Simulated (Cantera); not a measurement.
Gas mixture: CH3OH = 0.17 (molar parts), at 0.0110 bar, frozen composition.

Cantera's kinetic-theory transport with the Lennard-Jones parameters of GRI-Mech 3.0, ideal gas; thermal conductivity in the mixture-averaged form. Polar gases are described roughly by these parameters.

D: mixture-averaged diffusion coefficient of that species in the mixture.

```json
[
 {"T (K)": "400", "ρ (kg/m³)": "0.0106", "cp (J/kg/K)": "1604", "μ (µPa s)": "13.1", "λ (mW/m/K)": "28.2", "Pr": "0.745", "D (cm²/s) NH3": "24.3", "D (cm²/s) C2H2": "18.8", "D (cm²/s) H": "144"},
 {"T (K)": "500", "ρ (kg/m³)": "0.00848", "cp (J/kg/K)": "1858", "μ (µPa s)": "16.4", "λ (mW/m/K)": "41.1", "Pr": "0.743", "D (cm²/s) NH3": "37.9", "D (cm²/s) C2H2": "28.8", "D (cm²/s) H": "219"},
 {"T (K)": "600", "ρ (kg/m³)": "0.00707", "cp (J/kg/K)": "___", "μ (µPa s)": "___", "λ (mW/m/K)": "___", "Pr": "0.746", "D (cm²/s) NH3": "___", "D (cm²/s) C2H2": "___", "D (cm²/s) H": "___"},
 {"T (K)": "700", "ρ (kg/m³)": "0.00606", "cp (J/kg/K)": "2314", "μ (µPa s)": "___", "λ (mW/m/K)": "___", "Pr": "0.748", "D (cm²/s) NH3": "___", "D (cm²/s) C2H2": "___", "D (cm²/s) H": "___"},
 {"T (K)": "800", "ρ (kg/m³)": "0.00530", "cp (J/kg/K)": "2491", "μ (µPa s)": "25.8", "λ (mW/m/K)": "85.9", "Pr": "0.747", "D (cm²/s) NH3": "94.2", "D (cm²/s) C2H2": "68.6", "D (cm²/s) H": "513"},
 {"T (K)": "900", "ρ (kg/m³)": "0.00471", "cp (J/kg/K)": "2643", "μ (µPa s)": "28.6", "λ (mW/m/K)": "101", "Pr": "0.746", "D (cm²/s) NH3": "117", "D (cm²/s) C2H2": "84.7", "D (cm²/s) H": "631"},
 {"T (K)": "1000", "ρ (kg/m³)": "0.00424", "cp (J/kg/K)": "2798", "μ (µPa s)": "31.3", "λ (mW/m/K)": "117", "Pr": "0.751", "D (cm²/s) NH3": "143", "D (cm²/s) C2H2": "102", "D (cm²/s) H": "759"}
]
```

Q: Some entries are withheld; supply them.

A: 
- 600, cp (J/kg/K): 2101
- 600, μ (µPa s): 19.7
- 600, λ (mW/m/K): 55.5
- 600, D (cm²/s) NH3: 54.3
- 600, D (cm²/s) C2H2: 40.6
- 600, D (cm²/s) H: 306
- 700, μ (µPa s): 22.8
- 700, λ (mW/m/K): 70.5
- 700, D (cm²/s) NH3: 73.1
- 700, D (cm²/s) C2H2: 53.9
- 700, D (cm²/s) H: 405
